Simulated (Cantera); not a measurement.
A freely propagating, adiabatic, planar premixed flame of H2 : O2 : N2 = 1 : 0.455 : 1.71 (molar parts), unburnt at 373 K and 420000 Pa; mixture-averaged transport, grid criteria slope 0.08 and curve 0.16, no radiation.

Detailed kinetics in Cantera: the H2/O2 subset of GRI-Mech 3.0, which has no nitrogen chemistry. The hydrogen kinetics of GRI-Mech 3.0 are dated; newer H2 mechanisms differ, most at raised pressure. Burning velocities carry a grid error of a few per cent, more on coarse grids.

Task: What does this change do: inlet temperature 373 to 548 K?

Result: 
```
quantity                     before      after
------------------------  ---------  ---------
laminar burning velocity   337 cm/s   665 cm/s
thermal thickness         0.0615 mm  0.0706 mm
peak x(H2O2)               0.000143    7.25e-5
peak x(O)                   0.00652    0.00845
peak x(OH)                   0.0145     0.0172
peak x(HO2)                 0.00107   0.000905
```

Task: What does this change do: 0.23 parts H2O added?

Result: 
```tsv
quantity	before	after
laminar burning velocity	337 cm/s	248 cm/s
thermal thickness	0.0615 mm	0.0619 mm
peak x(H2O2)	0.000143	0.000165
peak x(O)	0.00652	0.00404
peak x(OH)	0.0145	0.0117
peak x(HO2)	0.00107	0.00118
```
